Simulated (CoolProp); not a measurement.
Vapour-liquid equilibrium of o-xylene (1) + n-nonane (2) at 332 K; x and y are mole fractions of (1).

Model: multi-fluid Helmholtz-energy mixture model, Zhou 2012 and Lemmon 2006; pair parameters Bell 2016, in CoolProp.

```
x      bubble pressure, mixture model (kPa)  bubble pressure, Raoult's law (kPa)  y, mixture model  y, Raoult's law
-----  ------------------------------------  -----------------------------------  ----------------  ---------------
0.05                                  3.899                                3.835             0.082            0.067
0.125                                 4.091                                3.941             0.193            0.164
0.2                                   4.267                                4.047             0.289            0.256
0.275                                 4.428                                4.153             0.375            0.343
0.35                                  4.572                                4.259             0.451            0.425
0.425                                 4.700                                4.364             0.520            0.504
0.5                                   4.813                                4.470             0.585            0.579
0.575                                 4.910                                4.576             0.645            0.650
0.65                                  4.994                                4.682             0.704            0.719
0.725                                 5.062                                4.788             0.762            0.784
0.8                                   5.117                                4.894             0.822            0.846
0.875                                 5.155                                5.000             0.884            0.906
0.95                                  5.175                                5.106             0.951            0.963
```

The largest gap from Raoult's law is +7.7 % in bubble pressure, at x = 0.425. No azeotrope shows between x = 0.05 and 0.95.

Pair parameters are fitted to limited data, so mixtures are less certain than the pure fluids.
